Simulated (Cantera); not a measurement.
# Si + H2O + H2 (thermal oxidation and active oxidation of silicon)

A closed system holds: 1 mol Si, 1.1 mol H2O, a varied amount of H2, at 1898.15 K and 0.100 bar.

Equilibrium computed with Cantera from the NASA thermochemical tables; the gas is ideal and each condensed phase is pure. Candidate condensed phases: H2O, Si, SiO2; 18 gas species. The tables hold silica as quartz up to 1696 K and as liquid above; real silica turns to tridymite and cristobalite and melts near 1996 K. The numbers say what is thermodynamically allowed, not how fast it happens.

```json
[
 {"n(H2) (mol)": "1.8", "x H2": "0.761", "x SiO": "0.237", "x H2O": "0.000431", "x H": "0.00216", "x Si": "4.70e-6", "n SiO2(condensed)": "0.0984"},
 {"n(H2) (mol)": "2.8", "x H2": "0.809", "x SiO": "0.188", "x H2O": "0.000578", "x H": "0.00223", "x Si": "2.95e-6", "n SiO2(condensed)": "0.0972"},
 {"n(H2) (mol)": "4.3", "x H2": "0.854", "x SiO": "0.143", "x H2O": "0.000798", "x H": "0.00229", "x Si": "1.72e-6", "n SiO2(condensed)": "0.0950"},
 {"n(H2) (mol)": "6.5", "x H2": "0.890", "x SiO": "0.107", "x H2O": "0.00112", "x H": "0.00233", "x Si": "9.55e-7", "n SiO2(condensed)": "0.0905"},
 {"n(H2) (mol)": "9.9", "x H2": "0.919", "x SiO": "0.0770", "x H2O": "0.00160", "x H": "0.00237", "x Si": "4.97e-7", "n SiO2(condensed)": "0.0809"},
 {"n(H2) (mol)": "15", "x H2": "0.940", "x SiO": "0.0550", "x H2O": "0.00229", "x H": "0.00240", "x Si": "2.54e-7", "n SiO2(condensed)": "0.0609"},
 {"n(H2) (mol)": "23", "x H2": "0.955", "x SiO": "0.0391", "x H2O": "0.00328", "x H": "0.00242", "x Si": "1.28e-7", "n SiO2(condensed)": "0.0177"},
 {"n(H2) (mol)": "35", "x H2": "0.968", "x SiO": "0.0269", "x H2O": "0.00269", "x H": "0.00243", "x Si": "1.09e-7", "n SiO2(condensed)": "0"},
 {"n(H2) (mol)": "53", "x H2": "0.978", "x SiO": "0.0181", "x H2O": "0.00181", "x H": "0.00245", "x Si": "1.10e-7", "n SiO2(condensed)": "0"},
 {"n(H2) (mol)": "80", "x H2": "0.984", "x SiO": "0.0122", "x H2O": "0.00122", "x H": "0.00245", "x Si": "1.11e-7", "n SiO2(condensed)": "0"},
 {"n(H2) (mol)": "120", "x H2": "0.989", "x SiO": "0.00818", "x H2O": "0.000818", "x H": "0.00246", "x Si": "1.11e-7", "n SiO2(condensed)": "0"},
 {"n(H2) (mol)": "190", "x H2": "0.992", "x SiO": "0.00520", "x H2O": "0.000520", "x H": "0.00246", "x Si": "1.11e-7", "n SiO2(condensed)": "0"}
]
```
x: gas mole fraction; n: condensed amount in mol.

From 1.8 mol H2 to 23 mol H2 the condensed part is SiO2(condensed). From 35 mol H2 to 190 mol H2 nothing is condensed. The main Si-bearing gas is SiO throughout.
